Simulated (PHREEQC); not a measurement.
PHREEQC input (Pitzer model, pitzer.dat):

```
SOLUTION 1
  temp 25
  units mol/kgw
  pH 7 charge
  Br 0.798
  Mg 0.39
  Na 0.018
  S(6) 0.00059
  Ca 0.00059
END
USE solution 1
INCREMENTAL_REACTIONS false
REACTION 1
  H2O -1
  0 9.886 18.011 24.689 30.178 34.689 38.397 41.444
  43.949 moles
EQUILIBRIUM_PHASES 1
  Bloedite 0 0
  Brucite 0 0
  Epsomite 0 0
  Glauberite 0 0
  Gypsum 0 0
  Anhydrite 0 0
  Hexahydrite 0 0
  Kieserite 0 0
  Mirabilite 0 0
  Portlandite 0 0
  Thenardite 0 0
SELECTED_OUTPUT 1
  -reset false
  -pH true
  -pe true
  -ionic_strength true
  -water true
  -activities H2O
  -totals Br Ca Mg Na S
  -molalities H+ Na+ Mg+2 Ca+2 SO4-2 Br- OH- HSO4- MgOH+
  -equilibrium_phases Bloedite Brucite Epsomite Glauberite Gypsum Anhydrite Hexahydrite Kieserite Mirabilite Portlandite
    Thenardite
PRINT
  -reset false
END
```

Selected output (columns that matter, 9 of 9 rows; water left (kg) added in front):

```
water left (kg)	pH	mu	Br	Ca	Mg	Na	S	m_H+	m_Na+	m_Mg+2	m_Ca+2	m_SO4-2	m_Br-	la_H2O
1	6.2084	1.1904	0.798	0.00059	0.39	0.018	0.00059	6.2549e-07	0.018	0.39	0.00059	0.00059	0.798	-0.0091152
0.821894	6.1301	1.4483	0.97093	0.00071785	0.47451	0.021901	0.00071785	6.904e-07	0.021901	0.47451	0.00071785	0.00071785	0.97093	-0.011449
0.675514	6.0398	1.7622	1.1813	0.00087341	0.57734	0.026646	0.00087341	7.6535e-07	0.026646	0.57734	0.00087341	0.00087341	1.1813	-0.014492
0.555203	5.9343	2.144	1.4373	0.0010627	0.70245	0.032421	0.0010627	8.5291e-07	0.032421	0.70244	0.0010627	0.0010627	1.4373	-0.018512
0.456313	5.8094	2.6086	1.7488	0.001293	0.85468	0.039447	0.001293	9.5665e-07	0.039447	0.85468	0.001293	0.001293	1.7488	-0.023902
0.375043	5.6601	3.1739	2.1278	0.0015732	1.0399	0.047994	0.0015732	1.0815e-06	0.047994	1.0399	0.0015732	0.0015731	2.1278	-0.031238
0.30824	5.4797	3.8618	2.5889	0.0019141	1.2652	0.058396	0.0019141	1.2342e-06	0.058396	1.2652	0.0019141	0.0019141	2.5889	-0.041369
0.253345	5.2601	4.6986	3.1499	0.0023288	1.5394	0.071049	0.0023288	1.4239e-06	0.071049	1.5394	0.0023288	0.0023288	3.1499	-0.055552
0.208215	4.991	5.717	3.8326	0.0028336	1.8731	0.086449	0.0028336	1.6626e-06	0.086449	1.8731	0.0028336	0.0028336	3.8326	-0.07566
```

Complexes and solids missing from the database can't appear.
